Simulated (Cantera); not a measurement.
A perfectly stirred reactor is fed with CH₄ : O₂ : N₂ : H₂O = 1 : 1.25 : 4.7 : 0.25 (molar parts), equivalence ratio 1.6, at 2.10 bar; it is adiabatic with a 750 K inlet, and is followed from long to short residence time, starting on the burning branch (τ in s: 0.027, 0.012, 0.0055, 0.0025, 0.0011, 0.00051, 0.00023, 0.0001, 4.7e-05, 2.1e-05, 9.7e-06, 4.4e-06).

Computed with Cantera and GRI-Mech 3.0 (53 species, 325 reactions).

Question: Predict: blow-out, bracketed by the residence times tried; x(CH₄) at τ = 27.0 ms; x(O₂) at τ = 27.0 ms; x(H₂O) at τ = 27.0 ms; x(H₂) at τ = 27.0 ms; x(O) at τ = 27.0 ms; x(CH₄) at τ = 0.230 ms; x(O₂) at τ = 0.230 ms; x(H₂O) at τ = 0.230 ms; x(H₂) at τ = 0.230 ms; x(O) at τ = 0.230 ms.

Answer: blow-out, bracketed by the residence times tried: burning at 0.230 ms, out at 0.100 ms
x(CH₄) at τ = 27.0 ms: 0.000827
x(O₂) at τ = 27.0 ms: 0.000180
x(H₂O) at τ = 27.0 ms: 0.186
x(H₂) at τ = 27.0 ms: 0.0945
x(O) at τ = 27.0 ms: 2.10e-6
x(CH₄) at τ = 0.230 ms: 0.00923
x(O₂) at τ = 0.230 ms: 0.0128
x(H₂O) at τ = 0.230 ms: 0.191
x(H₂) at τ = 0.230 ms: 0.0688
x(O) at τ = 0.230 ms: 4.10e-5
